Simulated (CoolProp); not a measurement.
Properties of methanol along the isotherm 523.9 K.

The numbers come from the reference Helmholtz-energy equation of state, de Reuck 1993 in CoolProp.

| p (MPa) | phase | Z | Joule-Thomson coefficient (K/MPa) |
|---|---|---|---|
| 0.13 | gas | 0.9955 | 10.03 |
| 0.231 | gas | 0.9919 | 10.07 |
| 0.411 | gas | 0.9855 | 10.14 |
| 0.731 | gas | 0.9736 | 10.26 |
| 1.3 | gas | 0.9514 | 10.46 |
| 2.31 | gas | 0.9080 | 10.70 |
| 4.11 | gas | 0.8183 | 10.58 |
| 7.31 | gas | 0.6034 | 9.669 |
| 13 | supercritical | 0.2140 | 1.473 |
| 23.1 | supercritical | 0.3189 | 0.4423 |
| 41.1 | supercritical | 0.5083 | 0.1061 |
